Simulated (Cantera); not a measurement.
An isothermal, constant-pressure homogeneous reactor starts with CH₄ : N₂ = 1 : 1.6 (molar parts), at 1700 K and 0.000118 atm. Integrator tolerance rtol = 1e-08.

Detailed kinetics in Cantera: GRI-Mech 3.0 (53 species, 325 reactions). GRI-Mech 3.0 stops at C3 and has no aromatics, soot or wall deposition, so with more carbon than oxygen in the feed, carbon stays in small species such as C2H2 where larger ones or solid carbon would form. Radical loss at walls, strong at low pressure, is not modelled.

**Question.** What does this change do: CH4 1 to 0.21 parts?

**Answer.** 
```
quantity                                            before                                     after
----------------  ----------------------------------------  ----------------------------------------
x(CH₄) at 200 s    0.00157 (gas-phase equilibrium 1.17e-6)   0.00168 (gas-phase equilibrium 1.22e-7)
x(H₂) at 200 s         0.413 (gas-phase equilibrium 0.411)       0.153 (gas-phase equilibrium 0.153)
x(CH₃) at 200 s   0.000151 (gas-phase equilibrium 5.02e-7)  0.000129 (gas-phase equilibrium 8.59e-8)
x(C₂H) at 200 s    3.67e-6 (gas-phase equilibrium 1.01e-5)   1.09e-6 (gas-phase equilibrium 3.49e-6)
x(C₂H₆) at 200 s    1.36e-8 (gas-phase equilibrium <1e-12)    1.35e-8 (gas-phase equilibrium <1e-12)
x(H) at 200 s      0.00197 (gas-phase equilibrium 0.00868)  0.000583 (gas-phase equilibrium 0.00530)
```

**Question.** What does this change do: pressure from 0.000118 atm to 0.000138 atm?

**Answer.** 
```
quantity                                            before                                     after
----------------  ----------------------------------------  ----------------------------------------
x(CH₄) at 200 s    0.00157 (gas-phase equilibrium 1.17e-6)   0.00105 (gas-phase equilibrium 1.37e-6)
x(H₂) at 200 s         0.413 (gas-phase equilibrium 0.411)       0.414 (gas-phase equilibrium 0.411)
x(CH₃) at 200 s   0.000151 (gas-phase equilibrium 5.02e-7)  0.000117 (gas-phase equilibrium 5.43e-7)
x(C₂H) at 200 s    3.67e-6 (gas-phase equilibrium 1.01e-5)   4.26e-6 (gas-phase equilibrium 9.34e-6)
x(C₂H₆) at 200 s    1.36e-8 (gas-phase equilibrium <1e-12)    6.98e-9 (gas-phase equilibrium <1e-12)
x(H) at 200 s      0.00197 (gas-phase equilibrium 0.00868)   0.00229 (gas-phase equilibrium 0.00804)
```

**Question.** What does this change do: temperature 1700 to 1325 K?

**Answer.** 
```csv
quantity,before,after
x(CH₄) at 200 s,0.00157 (gas-phase equilibrium 1.17e-6),0.383 (gas-phase equilibrium 7.25e-5)
x(H₂) at 200 s,0.413 (gas-phase equilibrium 0.411),0.00143 (gas-phase equilibrium 0.417)
x(CH₃) at 200 s,0.000151 (gas-phase equilibrium 5.02e-7),0.000187 (gas-phase equilibrium 3.33e-7)
x(C₂H) at 200 s,3.67e-6 (gas-phase equilibrium 1.01e-5),2.03e-12 (gas-phase equilibrium 1.25e-8)
x(C₂H₆) at 200 s,1.36e-8 (gas-phase equilibrium <1e-12),6.40e-6 (gas-phase equilibrium 1.96e-11)
x(H) at 200 s,0.00197 (gas-phase equilibrium 0.00868),7.52e-8 (gas-phase equilibrium 9.70e-5)
```
